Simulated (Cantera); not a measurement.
An adiabatic, constant-pressure homogeneous reactor starts with H2 : O2 : N2 = 1 : 0.263 : 0.989 (molar parts), at 1750 K and 2480 Torr.

Computed with Cantera and the H2/O2 subset of GRI-Mech 3.0, which has no nitrogen chemistry. The hydrogen kinetics of GRI-Mech 3.0 are dated; newer H2 mechanisms differ, most at raised pressure.

**Question.** Predict: time of steepest temperature rise; temperature at 0.300 s; equilibrium temperature; x(H2) at 0.300 s; x(O2) at 0.300 s; x(H2O) at 0.300 s; x(H2O2) at 0.300 s; x(O) at 0.300 s.

**Answer.** 
```
Property                                                               Value
---------------------------------  -----------------------------------------
time of steepest temperature rise                                    2.13 µs
temperature at 0.300 s                                                3000 K
equilibrium temperature                                               3000 K
x(H2) at 0.300 s                         0.221 (gas-phase equilibrium 0.221)
x(O2) at 0.300 s                   0.000717 (gas-phase equilibrium 0.000717)
x(H2O) at 0.300 s                        0.239 (gas-phase equilibrium 0.239)
x(H2O2) at 0.300 s                   2.01e-7 (gas-phase equilibrium 2.01e-7)
x(O) at 0.300 s                      0.00168 (gas-phase equilibrium 0.00168)
```
